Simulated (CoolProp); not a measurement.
A simple Rankine cycle with R236FA: condensing at 331.15 K, boiler at 1.75 MPa, turbine inlet 370.4 K, turbine efficiency 0.9, pump efficiency 0.6, no recuperator. Each further row changes one setting.

Computed with CoolProp (reference Helmholtz-energy equation of state, Pan 2012).

```json
[
 {"case": "as stated", "thermal efficiency (%)": "7.1", "net work (kJ/kg)": "___", "heat in (kJ/kg)": "144", "turbine exit temperature (K)": "340.6", "volume ratio over the turbine": "___"},
 {"case": "turbine inlet 390.4 K", "thermal efficiency (%)": "7.1", "net work (kJ/kg)": "12.0", "heat in (kJ/kg)": "169", "turbine exit temperature (K)": "___", "volume ratio over the turbine": "2.64"},
 {"case": "condensing temperature 323.15 K", "thermal efficiency (%)": "8.5", "net work (kJ/kg)": "13.2", "heat in (kJ/kg)": "154", "turbine exit temperature (K)": "334.9", "volume ratio over the turbine": "___"},
 {"case": "boiler pressure 1.22 MPa", "thermal efficiency (%)": "4.5", "net work (kJ/kg)": "7.07", "heat in (kJ/kg)": "___", "turbine exit temperature (K)": "355.5", "volume ratio over the turbine": "1.76"},
 {"case": "turbine efficiency 0.8", "thermal efficiency (%)": "6.2", "net work (kJ/kg)": "8.98", "heat in (kJ/kg)": "144", "turbine exit temperature (K)": "341.9", "volume ratio over the turbine": "2.84"}
]
```

Task: What belongs in the gaps?

Result: 
- as stated, net work (kJ/kg): 10.3
- as stated, volume ratio over the turbine: 2.82
- turbine inlet 390.4 K, turbine exit temperature (K): 364.1
- condensing temperature 323.15 K, volume ratio over the turbine: 3.55
- boiler pressure 1.22 MPa, heat in (kJ/kg): 156
